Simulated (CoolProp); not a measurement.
Vapour-liquid equilibrium of R152A (1) + R227EA (2) at 199.2 K; x and y are mole fractions of (1).

Computed with CoolProp (multi-fluid Helmholtz-energy mixture model, Outcalt 1996 and Lemmon 2016; pair parameters Bell 2016).

Task: Give the bubble pressure and the first vapour's composition at x = 0.2, 0.35, 0.95. Is there an azeotrope?

Result: x = 0.2: 0.003808 MPa, y = 0.298; x = 0.35: 0.004243 MPa, y = 0.500; x = 0.95: 0.005664 MPa, y = 0.963. No azeotrope shows between x = 0.05 and 0.95.

The pair parameters rest on a limited set of measurements; away from them the model extrapolates. The gap from Raoult's law changes sign with composition, which may be real or a fault of the pair parameters; it wasn't checked against measurements.
